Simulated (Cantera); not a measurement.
A perfectly stirred reactor is fed with NO : N₂ = 1 : 7 (molar parts), at 0.957 atm; it is held at 2100 K, and followed from long to short residence time.

Detailed kinetics in Cantera: GRI-Mech 3.0 (53 species, 325 reactions).

```
quantity                 before     after
---------------------  --------  --------
x(NO) at τ = 3.90 s      0.0230    0.0554
x(O₂) at τ = 3.90 s      0.0508    0.0343
x(N₂) at τ = 3.90 s       0.926     0.909
x(O) at τ = 3.90 s     0.000322  0.000981
x(NO₂) at τ = 3.90 s    1.64e-5   8.84e-6
x(NO) at τ = 50.0 ms      0.119     0.124
x(O₂) at τ = 50.0 ms    0.00295  0.000218
x(N₂) at τ = 50.0 ms      0.878     0.875
x(O) at τ = 50.0 ms    0.000106  0.000169
x(NO₂) at τ = 50.0 ms   2.70e-5   3.12e-6
```

Task: Which change was made?
(A) temperature 2100 to 1575 K
(B) pressure from 0.957 atm to 0.0711 atm
(C) temperature 2100 to 1875 K
(D) N2 7 to 24 parts

Result: B, pressure from 0.957 atm to 0.0711 atm
